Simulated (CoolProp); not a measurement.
Vapour-liquid equilibrium of R114 (1) + benzene (2) at 0.439 MPa; x and y are mole fractions of (1).

The numbers come from the multi-fluid Helmholtz-energy mixture model, Platzer 1990 and Thol 2012; pair parameters Bell 2016 in CoolProp. This equation is an older, rougher fit; its heat capacities, sound speeds and derivatives of the liquid may be far off and weren't checked against measurements.

```json
[
 {"x": "0.05", "bubble temperature (K)": "389.7", "y at the bubble point": "0.376", "dew temperature at overall composition x (K)": "407.4", "liquid density (mol/L)": "9.702"},
 {"x": "0.125", "bubble temperature (K)": "369.5", "y at the bubble point": "0.644", "dew temperature at overall composition x (K)": "403.8", "liquid density (mol/L)": "9.769"},
 {"x": "0.2", "bubble temperature (K)": "357.4", "y at the bubble point": "0.759", "dew temperature at overall composition x (K)": "399.9", "liquid density (mol/L)": "9.716"},
 {"x": "0.275", "bubble temperature (K)": "349.8", "y at the bubble point": "0.817", "dew temperature at overall composition x (K)": "395.8", "liquid density (mol/L)": "9.600"},
 {"x": "0.35", "bubble temperature (K)": "344.7", "y at the bubble point": "0.852", "dew temperature at overall composition x (K)": "391.3", "liquid density (mol/L)": "9.452"},
 {"x": "0.425", "bubble temperature (K)": "341.0", "y at the bubble point": "0.876", "dew temperature at overall composition x (K)": "386.6", "liquid density (mol/L)": "9.288"},
 {"x": "0.5", "bubble temperature (K)": "338.0", "y at the bubble point": "0.894", "dew temperature at overall composition x (K)": "381.3", "liquid density (mol/L)": "9.117"},
 {"x": "0.575", "bubble temperature (K)": "335.4", "y at the bubble point": "0.910", "dew temperature at overall composition x (K)": "375.5", "liquid density (mol/L)": "8.945"},
 {"x": "0.65", "bubble temperature (K)": "333.1", "y at the bubble point": "0.924", "dew temperature at overall composition x (K)": "368.9", "liquid density (mol/L)": "8.774"},
 {"x": "0.725", "bubble temperature (K)": "330.8", "y at the bubble point": "0.939", "dew temperature at overall composition x (K)": "361.3", "liquid density (mol/L)": "8.606"},
 {"x": "0.8", "bubble temperature (K)": "328.6", "y at the bubble point": "0.954", "dew temperature at overall composition x (K)": "352.2", "liquid density (mol/L)": "8.445"},
 {"x": "0.875", "bubble temperature (K)": "326.3", "y at the bubble point": "0.970", "dew temperature at overall composition x (K)": "341.1", "liquid density (mol/L)": "8.291"},
 {"x": "0.95", "bubble temperature (K)": "324.1", "y at the bubble point": "0.987", "dew temperature at overall composition x (K)": "329.1", "liquid density (mol/L)": "8.144"}
]
```

No azeotrope shows between x = 0.05 and 0.95.

The pair parameters rest on a limited set of measurements; away from them the model extrapolates. With so large a gap from Raoult's law the liquid may split in two, which this calculation doesn't test in full.
